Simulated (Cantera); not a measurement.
Feed: 1 mol TiO2, 1.3 mol CH4, 2.3 mol CO.

Equilibrium computed with Cantera from the NASA thermochemical tables; the gas is ideal and each condensed phase is pure. Candidate condensed phases: C, C6H6, C7H8, C8H18, H2O, Ti, TiC, TiO, TiO2, Ti2O3, Ti3O5, Ti4O7; 113 gas species. Mutual solubility and eutectic melting of coexisting phases are not modelled. TiC, TiO: taken at fixed stoichiometry. Condensed phases not in the tables: solid solutions among these carbides, nitrides and lower oxides. Equilibrium is a limit: real reactors are often held back by kinetics, nucleation or transport.

Stable condensed phases, one row left out:

```
T in K \ P in Pa
              10      36     130     460    1700    6000   22000   77000  280000 1000000
   2350        A       A       B       C       C       C       C       C       C       D
   2275        A       B       B       C       C       C       C       C       D       D
   2125        B       C       C       C       C       C       C       D       D       D
   2050        C       C       C       C       C       C       D       D       D       D
   1975        C       C       C       C       C       D       D       D       D       D
   1900        C       C       C       C       C       D       D       D       D       D
   1825        C       C       C       C       D       D       D       D       D       E
   1750        C       C       C       D       D       D       D       D       D       F
```

A: gas only; B: TiO; C: TiC + TiO; D: TiC + Ti2O3; E: TiC + Ti3O5; F: C + Ti3O5.

Task: Give the row for 2200 K.

Result: 10: gas only; 36: TiO; 130: TiC + TiO; 460: TiC + TiO; 1700: TiC + TiO; 6000: TiC + TiO; 22000: TiC + TiO; 77000: TiC + TiO; 280000: TiC + Ti2O3; 1000000: TiC + Ti2O3.
